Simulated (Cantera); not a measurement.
Input (Python, Cantera) and output of one run.

```python
import numpy as np
import cantera as ct

gas_names = [...]  # 109 gases of nasa_gas.yaml made of C, Cl, H, Si
cond_names = """
    C(gr) C6H6(L) C7H8(L) C8H18(L),n-octa Si(cr) Si(L) SiC(b)
""".split()


# ... load() reads the species with a 1 bar reference pressure and builds the phases ...
atoms = {
    '(CH3)2SiCl2': {'C': 2, 'H': 6, 'Si': 1, 'CL': 2},
    'CH4': {'C': 1, 'H': 4},
    'H2': {'H': 2},
}
top_T = {'C(gr)': 4500, 'SiC(b)': 3050}  # K; cautious upper limits of use, not melting points


# ... equilibrate(T, P, feed) seeds the gas with the atoms and calls Mixture.equilibrate('TP', solver="vcs", rtol=1e-11, max_steps=5000) ...
results = []
feed = {'(CH3)2SiCl2': 1, 'CH4': 0.1, 'H2': 28}  # mol
P = 10000  # Pa
for T in [1348, 1448, 1548, 1648, 1748, 1848, 1948, 2048, 2148, 2248]:
    mix = equilibrate(T, P, feed)
    results.append((T, P, feed, dict(zip(mix.species_names, mix.species_moles))))

top = {s: max(r[3][s] / sum(r[3][g] for g in gas_names) for r in results) for s in gas_names}
cols = sorted((s for s in top if top[s] > 0.001), key=lambda s: -top[s])[:8]
seen = [c for c in cond_names if any(r[3].get(c, 0) > 1e-12 for r in results)]
print("log10 of partial pressures in bar; condensed amounts in mol")
print(f"{'T/K':>10s}" + "".join(f"{s[:9]:>10s}" for s in cols + seen))
for T, P, feed, n in results:
    ng = sum(n[g] for g in gas_names)
    print(f"{T:10.4g}" + "".join(f"{np.log10(max(n[s] / ng * P / 1e5, 1e-99)):10.3f}" for s in cols)
          + "".join(f"{n.get(c, 0):10.4g}" for c in seen))
```

It prints:

```
log10 of partial pressures in bar; condensed amounts in mol
       T/K        H2       HCL         H C2H2,acet        CL     C(gr)    SiC(b)
      1348    -1.028    -2.208    -6.150    -6.948    -7.408     1.085    0.9981
      1448    -1.028    -2.208    -5.549    -6.351    -6.818     1.093    0.9973
      1548    -1.028    -2.209    -5.026    -5.832    -6.304     1.097     0.996
      1648    -1.028    -2.210    -4.564    -5.377    -5.851     1.099    0.9941
      1748    -1.028    -2.211    -4.155    -4.975    -5.451     1.099    0.9917
      1848    -1.029    -2.213    -3.790    -4.618    -5.093     1.094    0.9885
      1948    -1.029    -2.215    -3.462    -4.298    -4.773     1.082    0.9844
      2048    -1.031    -2.219    -3.165    -4.011    -4.484     1.057    0.9781
      2148    -1.034    -2.225    -2.897    -3.752    -4.223     1.017    0.9656
      2248    -1.039    -2.233    -2.654    -3.519    -3.988    0.9601    0.9337
```

Cantera equilibrium calculation (NASA polynomials, part measured and part estimated; ideal gas, pure solids and liquids). The feed counts by its element totals alone. The tables' values for SiCl are old estimates; treat these amounts as uncertain. Gases not in the tables: Si2H6 and higher silanes.
